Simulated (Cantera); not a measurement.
Charge: 1 mol Al, 0.52 mol H2O, 21 mol H2, held at 1600 K and 29.0 Pa.

Equilibrium computed with Cantera from the NASA thermochemical tables; the gas is ideal and each condensed phase is pure. Candidate condensed phases: Al, Al2O3, H2O; 19 gas species. The numbers say what is thermodynamically allowed, not how fast it happens.

Base state: H2 0.970, Al 0.0185, Al2O 0.00806, H 0.00314, AlH 0.000260 (mole fractions); condensed: Al2O3(s).

**Question.** What changes in the equilibrium state with this change: temperature from 1600 K to 1925 K?

**Answer.** 
```csv
species,before,after
H2,0.970,0.919
H,0.00314,0.0538
Al,0.0185,0.0209
AlO,1.68e-8,1.02e-5
H2O,1.62e-7,9.66e-5
AlOH,4.26e-6,0.000100
AlH,0.000260,0.000113
Al2O,0.00806,0.00581
"Al2O3(s), mol",0.114,0.128
```
The tables' values for AlOH are old estimates; treat these amounts as uncertain.
